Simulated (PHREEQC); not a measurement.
1 kg of water holding 0.074 mol/kgw NaCl, 0.5 mol/kgw Na2CO3, 0.068 mol/kgw KCl and 0.032 mol/kgw Na2SO4 is evaporated at 25 °C; the solids stay in contact with the brine. The system is closed to CO2. Solids allowed: Arcanite, Burkeite, Glaserite, Halite, Kalicinite, Mirabilite, Misenite, Nahcolite, Natron, Sylvite, Thenardite, Trona. Others were left out.

The series has 13 steps of water left (kg), from 1 to 0.0369.

Model: Pitzer model, pitzer.dat, run in PHREEQC.

Problem. Which solids form, in which order, and at which step of the series does each first stand?

Solution. Natron from water left = 0.1604 kg (pH 11.99); Burkeite from water left = 0.06199 kg (pH 12.06); Glaserite from water left = 0.06199 kg (pH 12.06), last present at water left = 0.06199 kg; Halite from water left = 0.0369 kg (pH 12.23); Sylvite from water left = 0.0369 kg (pH 12.23).
